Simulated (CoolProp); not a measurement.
Computed with CoolProp (reference Helmholtz-energy equation of state, Span 1996).

**Question.** Give the vapour pressure (kPa), enthalpy of vaporisation (kJ/kg), vapour Z, liquid viscosity (µPa s) of saturated carbon dioxide at 270.4, 273.6 K.

**Answer.** 
```
T (K)  p (kPa)  enthalpy of vaporisation (kJ/kg)  vapour Z  liquid viscosity (µPa s)
-----  -------  --------------------------------  --------  ------------------------
270.4     3240                               239     0.708                       105
273.6     3530                               230     0.689                      99.6
```

Viscosity comes from a separate model (Laesecke 2017).
